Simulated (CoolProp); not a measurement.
The numbers come from the reference Helmholtz-energy equation of state, Thol 2021 in CoolProp.

Problem. Give the vapour pressure (kPa), liquid density (kg/m³), enthalpy of vaporisation (kJ/kg), liquid cp (kJ/(kg K)) of saturated chlorine at 356.6, 359.9 K.

Solution. 
```tsv
T (K)	p (kPa)	liquid density (kg/m³)	enthalpy of vaporisation (kJ/kg)	liquid cp (kJ/(kg K))
356.6	2890	1180	190	1.18
359.9	3070	1170	186	1.20
```
